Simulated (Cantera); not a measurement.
**Ignition delay**

Mixture: 19.0 % CH3OH, 21.8 % O2, 59.2 % N2, equivalence ratio 1.3, at 101000 Pa, adiabatic and at constant volume. Ignition delay is the time to a rise of 400 K.

Model: GRI-Mech 3.0 (53 species, 325 reactions), integrated in Cantera. GRI-Mech 3.0 was tuned for natural gas; its chemistry of methanol as a main component is partial and can be far from experiment.

| T0 (K) | delay (ms) |
|---|---|
| 1400 | 0.489 |
| 1475 | 0.214 |
| 1550 | 0.104 |
| 1625 | 0.0547 |
| 1700 | 0.0309 |

```json
{
 "apparent activation energy between 1550 and 1700 K": "180 kJ/mol"
}
```
